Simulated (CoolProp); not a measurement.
Vapour pressure (MPa) of CF4 (R14): the reference equation beside estimates from Tc = -45.8 °C, pc = 3.762 MPa, ω = 0.178. Clausius-Clapeyron is anchored at -121.35 °C with a constant enthalpy of vaporisation of 11.50 kJ/mol.

Values from CoolProp's reference Helmholtz-energy equation of state, Platzer 1990. This equation is an older, rougher fit; its heat capacities, sound speeds and derivatives of the liquid may be far off and weren't checked against measurements.

| T (°C) | reference | Lee-Kesler | Clausius-Clapeyron | van der Waals | Redlich-Kwong |
|---|---|---|---|---|---|
| -141.85 | 0.03413 | 0.03351 | 0.03823 | 0.2609 | 0.05088 |
| -138.45 | 0.04569 | 0.04506 | 0.04987 | 0.3034 | 0.06725 |
| -135.05 | 0.06016 | 0.05959 | 0.06421 | 0.3504 | 0.08739 |
| -131.55 | 0.07864 | 0.07818 | 0.08225 | 0.4037 | 0.1126 |
| -128.15 | 0.1006 | 0.1003 | 0.1034 | 0.4604 | 0.1420 |
| -124.75 | 0.1270 | 0.1271 | 0.1287 | 0.5222 | 0.1768 |
| -121.35 | 0.1586 | 0.1591 | 0.1586 | 0.5894 | 0.2175 |
| -117.95 | 0.1958 | 0.1969 | 0.1936 | 0.6620 | 0.2647 |
| -114.55 | 0.2394 | 0.2412 | 0.2344 | 0.7403 | 0.3190 |
| -111.15 | 0.2900 | 0.2927 | 0.2814 | 0.8245 | 0.3809 |
| -107.65 | 0.3501 | 0.3538 | 0.3371 | 0.9173 | 0.4532 |
| -104.25 | 0.4170 | 0.4217 | 0.3989 | 1.014 | 0.5323 |
| -100.85 | 0.4930 | 0.4989 | 0.4689 | 1.116 | 0.6206 |

Absolute difference from the reference over all 13 rows, mean and median: Lee-Kesler 0.8 and 0.9 %, Clausius-Clapeyron 4.3 and 3.7 %, van der Waals 317.5 and 271.6 %, Redlich-Kwong 37.3 and 37.1 %.
